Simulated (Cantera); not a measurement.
Feed: 1 mol LiOH, a varied amount of H2, at 1450 °C and 2.40 bar.

Cantera equilibrium calculation (NASA polynomials, part measured and part estimated; ideal gas, pure solids and liquids). Candidate condensed phases: H2O, Li, LiH, LiOH, Li2O; 17 gas species. Equilibrium is a limit: real reactors are often held back by kinetics, nucleation or transport.

Q: At 3.4 mol H2, list the 7 most abundant gas species with their mole fractions, and the condensed phases.

A: H2 0.853, H2O 0.106, LiOH 0.0397, Li 0.00112, Li2(OH)2 0.000369, H 0.000109, LiH 8.05e-5. Condensed: Li2O(s).
